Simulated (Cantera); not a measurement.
An isothermal, constant-pressure homogeneous reactor starts with C2H6 : N2 = 1 : 3.6 (molar parts), at 1748 K and 3.08 Torr.

Cantera simulation using GRI-Mech 3.0 (53 species, 325 reactions); the numbers are that mechanism's predictions, not measurements. GRI-Mech 3.0 stops at C3 and has no aromatics, soot or wall deposition, so with more carbon than oxygen in the feed, carbon stays in small species such as C2H2 where larger ones or solid carbon would form. Radical loss at walls, strong at low pressure, is not modelled.

One state of this run: x C2H6 = 1.85e-10; x H2 = 0.302; x C2H = 6.88e-6; x CH4 = 0.000100; x C2H4 = 6.31e-6; x H = 0.00197. x: mole fraction; the columns are a selection and need not sum to one.

Which value of t (s) does it belong to?
A. 0.200
B. 2.00e-5
C. 20.0
D. 6.32e-5

C, 20.0
